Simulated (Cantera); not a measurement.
Input: 1 mol B₂O₃, 7.4 mol H₂, 3.9 mol N₂, held at 950 K and 1.50 mbar.

Equilibrium computed with Cantera from the NASA thermochemical tables; the gas is ideal and each condensed phase is pure. Candidate condensed phases: B, BN, B₂O₃, B₃O₃H₃, H₂O; 39 gas species. N₂ is the only nitrogen source here; it is nearly inert below about 1500 K, so the nitride shown seldom forms there in practice. Equilibrium is a limit: real reactors are often held back by kinetics, nucleation or transport.

Task: What is the equilibrium state?

Result: 
```json
{
  "x(H₂)": "0.654",
  "x(N₂)": "0.345",
  "x(H₂O)": "0.000518",
  "x(HBO₂)": "5.10e-6",
  "n(BN(s))": "0.00392 mol",
  "n(B₂O₃(l))": "0.998 mol",
  "gas_amount": "11.30 mol",
  "log10 activity of B(s) (absent)": "-7.54",
  "log10 activity of B₃O₃H₃(s) (absent)": "-17.91"
}
```
